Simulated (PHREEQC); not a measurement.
Solution (25 °C): 0.0082 mol/kgw FeCl3, 0.008 mol/kgw HCl and 0.0082 mol/kgw Na2SO4. Closed to the air; pH follows from the charge balance.

Equilibrium calculation in PHREEQC: ion-association model, wateq4f.dat.

Problem. The ionic strength comes out as 0.0456 mol/kgw. What activity coefficients do Fe(OH)2+, FeSO4+, NaSO4-, Fe3(OH)4+5, H+ get?

Solution. Fe(OH)2+ 0.83, FeSO4+ 0.83, NaSO4- 0.83, Fe3(OH)4+5 0.0085, H+ 0.86.

This is a speciation only: nothing precipitates in the calculation. Saturation is exceeded, for instance for Jarosite-Na, Hematite (slow to form); the values hold only as long as no solid forms. Species that the database lacks are ignored.
